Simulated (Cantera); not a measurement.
# Hydrocarbon pyrolysis for carbon deposition

An isothermal, constant-pressure homogeneous reactor starts with C₂H₆ : N₂ = 1 : 5.8 (molar parts), at 1575 K and 17.3 Torr.

Detailed kinetics in Cantera: GRI-Mech 3.0 (53 species, 325 reactions). GRI-Mech 3.0 stops at C3 and has no aromatics, soot or wall deposition, so with more carbon than oxygen in the feed, carbon stays in small species such as C2H2 where larger ones or solid carbon would form. Radical loss at walls, strong at low pressure, is not modelled.

| t (s) | x C₂H₆ | x CH₂ | x H | x CH₄ | x CH₃ |
|---|---|---|---|---|---|
| 4.00e-5 | 0.145 | 5.18e-7 | 1.30e-5 | 0.000120 | 0.00286 |
| 0.000149 | 0.137 | 7.60e-6 | 0.000148 | 0.00146 | 0.00884 |
| 0.000552 | 0.0847 | 2.30e-5 | 0.000447 | 0.0142 | 0.0186 |
| 0.00205 | 0.00847 | 1.37e-5 | 0.000621 | 0.0486 | 0.00809 |
| 0.00761 | 0.000196 | 1.29e-6 | 0.000199 | 0.0504 | 0.00140 |
| 0.0283 | 2.36e-5 | 1.84e-7 | 7.69e-5 | 0.0483 | 0.000471 |
| 0.105 | 1.08e-5 | 8.91e-8 | 5.67e-5 | 0.0463 | 0.000315 |
| 0.390 | 9.55e-6 | 9.23e-8 | 6.40e-5 | 0.0410 | 0.000302 |
| 1.45 | 4.91e-6 | 7.48e-8 | 7.59e-5 | 0.0278 | 0.000222 |
| 5.38 | 9.57e-7 | 4.37e-8 | 0.000102 | 0.0107 | 0.000104 |
| 20.0 | 6.47e-8 | 1.42e-8 | 0.000126 | 0.00245 | 2.81e-5 |
x: mole fraction; the columns are a selection and need not sum to one.

Equilibrium at this temperature and pressure: C₂H₆ 1.17e-9, CH₂ 1.50e-9, H 0.000131, CH₄ 0.000243, CH₃ 2.86e-6 (gas phase only).
